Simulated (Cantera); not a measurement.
Equilibrium for boron, boron nitride and boron oxide: borazine + H2O

A closed system holds: 1 mol borazine, 0.26 mol H2O, at 100000 Pa.

Cantera equilibrium calculation (NASA polynomials, part measured and part estimated; ideal gas, pure solids and liquids). Candidate condensed phases: B, BN, B2O3, B3O3H3, H2O; 39 gas species. The feed counts by its element totals alone. Mutual solubility and eutectic melting of coexisting phases are not modelled. The tables' values for BH2 are old estimates; treat these amounts as uncertain. Gases not in the tables: H3BO3, B2H6 and higher boranes. The numbers say what is thermodynamically allowed, not how fast it happens.

| T (K) | log p H2 | log p HBO | log p N2 | log p H | log p HBO2 | log p BO | log p B2O3 | n BN(s) | n B2O3(l) |
|---|---|---|---|---|---|---|---|---|---|
| 900 | -0.01 | -10.32 | -1.60 | -9.94 | -6.87 | <-12 | <-12 | 2.83 | 0.0835 |
| 1050 | -0.01 | -7.88 | -1.60 | -8.10 | -5.43 | <-12 | -10.49 | 2.83 | 0.0836 |
| 1200 | -0.01 | -6.07 | -1.60 | -6.71 | -4.38 | -11.13 | -8.04 | 2.83 | 0.0837 |
| 1350 | -0.01 | -4.67 | -1.60 | -5.63 | -3.57 | -8.77 | -6.15 | 2.83 | 0.0834 |
| 1500 | -0.01 | -3.56 | -1.60 | -4.76 | -2.94 | -6.90 | -4.66 | 2.83 | 0.0813 |
| 1650 | -0.01 | -2.66 | -1.60 | -4.05 | -2.44 | -5.37 | -3.46 | 2.83 | 0.0725 |
| 1800 | -0.02 | -1.92 | -1.59 | -3.46 | -2.02 | -4.11 | -2.47 | 2.83 | 0.0362 |
| 1950 | -0.04 | -1.51 | -1.53 | -2.96 | -2.06 | -3.25 | -2.21 | 2.80 | 0 |
| 2100 | -0.04 | -1.34 | -1.47 | -2.53 | -2.47 | -2.70 | -2.57 | 2.76 | 0 |
| 2250 | -0.05 | -1.28 | -1.44 | -2.15 | -3.01 | -2.32 | -3.15 | 2.74 | 0 |
| 2400 | -0.06 | -1.28 | -1.43 | -1.83 | -3.59 | -2.04 | -3.81 | 2.73 | 0 |
log p: log10 of the partial pressure in bar; n: condensed amount in mol.

From 900 K to 1800 K the condensed part is BN(s) + B2O3(l). From 1950 K to 2400 K the condensed part is BN(s).
